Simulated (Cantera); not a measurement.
What does this Cantera script print?

```python
import numpy as np
import cantera as ct

gas_names = """
    Fe FeO Fe(OH)2 H HO2 H2 H2O H2O2 H2S H2SO4 O OH O2 O3 S SH SO SO2 SO3 S2 S2O S8
""".split()
cond_names = """
    Fe(a) Fe(c) Fe(d) Fe(L) FeO(s) FeO(L) Fe(OH)2(s) Fe(OH)3(s) FeS(a) FeS(b) FeS(c) FeS(L) FeSO4(s)
    FeS2(s) Fe2O3(s) Fe2S3O12(s) Fe3O4(s) H2O(s) H2O(L) H2SO4(L) S(cr1) S(cr2) S(L)
""".split()


# ... load() reads the species with a 1 bar reference pressure and builds the phases ...
atoms = {
    'FeS': {'Fe': 1, 'S': 1},
    'O2': {'O': 2},
    'H2O': {'H': 2, 'O': 1},
}
top_T = {'FeSO4(s)': 950, 'FeS2(s)': 1010, 'Fe2O3(s)': 1830, 'Fe2S3O12(s)': 1100, 'Fe3O4(s)': 1870}  # K; cautious upper limits of use, not melting points


# ... equilibrate(T, P, feed) seeds the gas with the atoms and calls Mixture.equilibrate('TP', solver="vcs", rtol=1e-11, max_steps=5000) ...
results = []
feed = {'FeS': 1, 'O2': 4, 'H2O': 2.7}  # mol
T = 798  # K
for P in [1000, 3000, 8800, 26000, 77000, 230000, 680000, 2000000]:
    mix = equilibrate(T, P, feed)
    results.append((T, P, feed, dict(zip(mix.species_names, mix.species_moles))))

top = {s: max(r[3][s] / sum(r[3][g] for g in gas_names) for r in results) for s in gas_names}
cols = sorted((s for s in top if top[s] > 0.001), key=lambda s: -top[s])[:6]
seen = [c for c in cond_names if any(r[3].get(c, 0) > 1e-12 for r in results)]
print("log10 of partial pressures in bar; condensed amounts in mol")
print(f"{'P/Pa':>10s}" + "".join(f"{s[:9]:>10s}" for s in cols + seen))
for T, P, feed, n in results:
    ng = sum(n[g] for g in gas_names)
    print(f"{P:10.4g}" + "".join(f"{np.log10(max(n[s] / ng * P / 1e5, 1e-99)):10.3f}" for s in cols)
          + "".join(f"{n.get(c, 0):10.4g}" for c in seen))
```

It prints:

```
log10 of partial pressures in bar; condensed amounts in mol
      P/Pa       H2O        O2       SO3       SO2  Fe2O3(s) Fe2S3O12(
      1000    -2.308    -2.462    -2.958    -3.280    0.4644    0.0356
      3000    -1.763    -1.945    -2.958    -3.538    0.2393    0.2607
      8800    -1.279    -1.467    -2.958    -3.778    0.1885    0.3115
   2.6e+04    -0.804    -0.992    -2.958    -4.015    0.1736    0.3264
   7.7e+04    -0.331    -0.519    -2.958    -4.251     0.169     0.331
   2.3e+05     0.144    -0.044    -2.958    -4.489    0.1675    0.3325
   6.8e+05     0.615     0.427    -2.958    -4.724     0.167     0.333
     2e+06     1.084     0.896    -2.958    -4.959    0.1668    0.3332
```

Equilibrium computed with Cantera from the NASA thermochemical tables; the gas is ideal and each condensed phase is pure.
